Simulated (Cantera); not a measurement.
## Equilibrium for silicon nitride deposition: SiHCl3 + N2 + H2

Feed: 1 mol SiHCl3, 0.63 mol N2, 21 mol H2, at 998 K and 100 Torr.

Equilibrium computed with Cantera from the NASA thermochemical tables; the gas is ideal and each condensed phase is pure. Candidate condensed phases: NH4Cl, Si, Si3N4; 28 gas species. N2 is the only nitrogen source here; it is nearly inert below about 1500 K, so the nitride shown seldom forms there in practice. Equilibrium is a limit: real reactors are often held back by kinetics, nucleation or transport.

```yaml
x(H2): 0.880
x(HCl): 0.116
x(SiCl4): 0.00365
x(N2): 0.000969
x(SiHCl3): 0.000193
x(SiCl3): 9.53e-6
x(NH3): 2.02e-6
x(SiH2Cl2): 1.09e-6
n(Si3N4(s)): 0.304 mol
gas_amount: 22.93 mol
log10 activity of Si(s) (absent): -4.62
```
